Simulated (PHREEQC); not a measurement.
Solution (25 °C): 2.9 mmol/kgw K3PO4, 2.6 mmol/kgw Na2SeO4 and 5.8 mmol/kgw H2SO4. Closed to the air; pH follows from the charge balance.

Equilibrium calculation in PHREEQC: ion-association model, wateq4f.dat.

Each row changes one thing in this solution. No solid was allowed to form.

| case | pH | ionic strength (mol/kgw) | SO4-2 (mol/kgw) | SeO4-2 (mol/kgw) | KSO4- (mol/kgw) | NaSO4- (mol/kgw) | SI of Mirabilite (Na2SO4:10H2O) |
|---|---|---|---|---|---|---|---|
| as made | 2.48 | 0.0244 | 0.00462 | 0.00237 | 0.000153 | 6.59e-5 | -6.19 |
| K3PO4 from 0.0029 to 0.0145 mol/kgw | 10.99 | 0.0726 | 0.00513 | 0.00260 | 0.000617 | 5.37e-5 | -6.34 |
| H2SO4 from 0.0058 to 0.0087 mol/kgw | 2.18 | 0.0293 | 0.00603 | 0.00219 | 0.000189 | 8.19e-5 | -6.10 |
| K3PO4 replaced by K2SiO3 at the same molality | 2.41 | 0.0221 | 0.00451 | ___ | ___ | 6.58e-5 | -6.18 |
| K3PO4 from 0.0029 to 0.0058 mol/kgw | 4.79 | 0.0302 | 0.00539 | 0.00260 | 0.000337 | 7.28e-5 | -6.15 |
| diluted 2-fold with water | 2.71 | 0.0128 | 0.00249 | 0.00122 | 4.77e-5 | 2.05e-5 | ___ |
| temperature from 25 to 55 °C | 2.57 | 0.0230 | 0.00410 | ___ | 0.000212 | 6.82e-5 | ___ |

Question: Complete the blanks.

Answer: 
- K3PO4 replaced by K2SiO3 at the same molality, SeO4-2 (mol/kgw): 0.00233
- K3PO4 replaced by K2SiO3 at the same molality, KSO4- (mol/kgw): 0.000102
- diluted 2-fold with water, SI of Mirabilite (Na2SO4:10H2O): -6.96
- temperature from 25 to 55 °C, SeO4-2 (mol/kgw): 0.00223
- temperature from 25 to 55 °C, SI of Mirabilite (Na2SO4:10H2O): -7.52

Species that the database lacks are ignored. Some of these states are supersaturated (in SiO2(a), Quartz (slow to form), for instance). H3PO4, which wateq4f.dat lacks, is added to it with the constant of phreeqc.dat. At this temperature some constants are extrapolated from 25 °C, and those without enthalpy data are left unchanged.
